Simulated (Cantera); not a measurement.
A Cantera script and its output.

```python
import numpy as np
import cantera as ct

gas = ct.Solution("gri30.yaml")
gas.TPX = 1225, 33000, {'CO': 1, 'H2': 0.18, 'O2': 0.295, 'N2': 1.11}
reactor = ct.IdealGasReactor(gas, energy="on", clone=False)
net = ct.ReactorNet([reactor])
net.rtol, net.atol = 1e-08, 1e-16
show = ['CO', 'H2', 'O2', 'NO', 'CO2', 'N2O']
times = np.geomspace(2e-06, 2, 10)

steps = ct.SolutionArray(gas, extra=["t"])
rows = []
print(f"{'t/s':>10s}{'T/K':>9s}{'P/Pa':>11s}" + "".join(f"{s:>11s}" for s in show))
for t in times:
    while net.time < t:
        t_next = net.step()
        steps.append(gas.state, t=t_next)
    rows.append([np.interp(t, steps.t, y) for y in (steps.T, steps.P, *steps(*show).X.T)])
    print(f"{t:10.3e}{rows[-1][0]:9.1f}{rows[-1][1]:11.4g}" + "".join(f"{x:11.3e}" for x in rows[-1][2:]))
rate = np.gradient(steps.T, steps.t)
print("integrator steps:", len(steps.t))
if steps.T.max() > steps.T[0] + 200:
    print(f"time of steepest temperature rise: {steps.t[rate.argmax()]:.4e} s")
gas.TPX = 1225, 33000, {'CO': 1, 'H2': 0.18, 'O2': 0.295, 'N2': 1.11}
gas.equilibrate("UV")
print(f"equilibrium (UV): T = {gas.T:.1f} K  " + "  ".join(f"{s} {gas[s].X[0]:.3e}" for s in show))
```

It prints:

```
       t/s      T/K       P/Pa         CO         H2         O2         NO        CO2        N2O
 2.000e-06   1225.0    3.3e+04  3.868e-01  6.963e-02  1.141e-01  1.161e-20  2.188e-09  7.109e-17
 9.283e-06   1225.0    3.3e+04  3.868e-01  6.963e-02  1.141e-01  2.843e-19  1.261e-08  1.175e-15
 4.309e-05   1225.0    3.3e+04  3.868e-01  6.963e-02  1.141e-01  2.689e-17  2.624e-07  5.113e-14
 2.000e-04   1411.3   3.78e+04  3.488e-01  1.361e-02  6.572e-02  8.436e-07  4.029e-02  1.507e-08
 9.283e-04   2622.3  6.541e+04  2.750e-01  1.357e-02  1.585e-02  6.464e-04  1.428e-01  9.024e-08
 4.309e-03   2794.1  6.884e+04  2.699e-01  1.305e-02  1.035e-02  5.578e-03  1.531e-01  2.145e-07
 2.000e-02   2792.5   6.88e+04  2.700e-01  1.308e-02  1.019e-02  6.192e-03  1.529e-01  2.213e-07
 9.283e-02   2792.5   6.88e+04  2.700e-01  1.308e-02  1.019e-02  6.192e-03  1.529e-01  2.213e-07
 4.309e-01   2792.5   6.88e+04  2.700e-01  1.308e-02  1.019e-02  6.192e-03  1.529e-01  2.213e-07
 2.000e+00   2792.5   6.88e+04  2.700e-01  1.308e-02  1.019e-02  6.192e-03  1.529e-01  2.213e-07
integrator steps: 1265
time of steepest temperature rise: 1.9973e-04 s
equilibrium (UV): T = 2792.5 K  CO 2.700e-01  H2 1.308e-02  O2 1.019e-02  NO 6.192e-03  CO2 1.529e-01  N2O 2.213e-07
```

Computed with Cantera and GRI-Mech 3.0 (53 species, 325 reactions).
